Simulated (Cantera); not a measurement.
Feed: 1 mol V2O5, 2.1 mol H2, 0.035 mol H2O, equilibrated at 2248 K and 10.0 Torr.

Equilibrium computed with Cantera from the NASA thermochemical tables; the gas is ideal and each condensed phase is pure. Condensed phases not in the tables: the oxides between V2O3 and V2O5 other than VO2. Rates play no part.

| species | before | after |
|---|---|---|
| H2O | 0.574 | 0.953 |
| H2 | 0.151 | 0.0468 |
| H | 0.0248 | 6.24e-6 |
| VO2 | 0.231 | 6.28e-8 |
| OH | 0.0141 | 2.27e-6 |
| O | 0.00159 | <1e-9 |
| O2 | 0.00253 | 2.73e-9 |
| VO | 0.000530 | <1e-9 |
| V2O3(s), mol | 0.669 | 1.00 |
Gas species are given as mole fractions.

Which change was made?
A. temperature from 2248 K to 1373 K
B. temperature from 2248 K to 2050 K
C. H2 from 2.1 to 340 mol
D. H2 from 2.1 to 2.9 mol

A, temperature from 2248 K to 1373 K
